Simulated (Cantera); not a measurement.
A closed system holds: 1 mol SiH2Cl2, 0.92 mol C3H8, 64 mol H2, at 0.530 bar.

These are equilibrium values from Cantera (NASA tables, ideal gas, pure condensed phases), not measurements of a reactor. Candidate condensed phases: C, C6H6, C7H8, C8H18, Si, SiC; 109 gas species. The numbers say what is thermodynamically allowed, not how fast it happens. All values below are at 1300 K.

Base state: H2 0.967, HCl 0.0288, CH4 0.00390 (mole fractions); condensed: C(graphite) + SiC(s).

### Question
What changes in the equilibrium state with this change: C3H8 from 0.92 to 0.22 mol?

### Answer
```tsv
species	before	after
H2	0.967	0.974
HCl	0.0288	0.0230
SiCl2	6.76e-6	0.00144
CH4	0.00390	1.17e-5
SiH3Cl	4.50e-8	1.22e-5
SiH2Cl2	7.41e-7	0.000159
SiHCl3	3.43e-6	0.000584
SiCl3	1.60e-6	0.000271
SiCl4	2.24e-6	0.000302
C(graphite), mol	1.49	0
SiC(s), mol	0.999	0.659
Si(s), mol	0	0.156
```
Mutual solubility and eutectic melting of coexisting phases are not modelled. The tables' values for SiCl3 are old estimates; treat these amounts as uncertain.
